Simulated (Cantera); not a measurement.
A closed system holds: 1 mol HI, 3.8 mol H₂, 1.1 mol N₂, at 975 K and 2.00 bar.

Cantera equilibrium calculation (NASA polynomials, part measured and part estimated; ideal gas, pure solids and liquids). Candidate condensed phases: I₂; 12 gas species. Kinetics and transport are ignored.

Base state: H₂ 0.645, N₂ 0.186, HI 0.165, I₂ 0.00140, I 0.00116, NH₃ 0.000309 (mole fractions); condensed: gas only.

### Question
What changes in the equilibrium state with this change: pressure from 2.00 bar to 0.133 bar?

### Answer
```json
[
 {"species": "H₂", "before": "0.645", "after": "0.646"},
 {"species": "N₂", "before": "0.186", "after": "0.186"},
 {"species": "HI", "before": "0.165", "after": "0.162"},
 {"species": "I", "before": "0.00116", "after": "0.00440"},
 {"species": "NH₃", "before": "0.000309", "after": "2.06e-5"},
 {"species": "I₂", "before": "0.00140", "after": "0.00134"}
]
```
